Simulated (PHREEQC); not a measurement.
Consider water at 25 °C with 0.038 mol/kgw HF and 0.00018 mol/kgw (NH4)2SiF6. Closed to the air; pH follows from the charge balance.

Computed with PHREEQC (ion-association model, phreeqc.dat).

### Question
The ionic strength comes out as 0.00585 mol/kgw. What activity coefficients do SiF6-2, HF2-, NH4+, F-, H+ get?

### Answer
SiF6-2 0.73, HF2- 0.92, NH4+ 0.92, F- 0.92, H+ 0.93.

This is a speciation only: nothing precipitates in the calculation. SiF6-2 is the database's only silicon fluoride.
